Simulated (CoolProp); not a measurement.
Vapour-liquid equilibrium of C2F6 (R116) (1) + R143a (2) at -2.95 °C; x and y are mole fractions of (1).

The numbers come from the multi-fluid Helmholtz-energy mixture model, Lemmon 2006 and Lemmon and Jacobsen 2000; pair parameters Bell 2016 in CoolProp.

```tsv
x	bubble pressure (kPa)	y at the bubble point	dew pressure at overall composition x (kPa)	liquid density (mol/L)
0.05	696.2	0.199	593.3	12.06
0.125	869.1	0.376	641.3	11.70
0.2	1015	0.484	697.0	11.34
0.275	1137	0.557	762.1	10.99
0.35	1239	0.612	839.0	10.65
0.425	1326	0.656	930.6	10.31
0.5	1402	0.695	1040	9.980
0.575	1469	0.730	1169	9.668
0.65	1529	0.766	1314	9.374
0.725	1583	0.805	1459	9.105
0.8	1631	0.847	1577	8.866
0.875	1670	0.896	1655	8.664
0.95	1697	0.954	1695	8.503
```

No azeotrope shows between x = 0.05 and 0.95.

Pair parameters are fitted to limited data, so mixtures are less certain than the pure fluids.
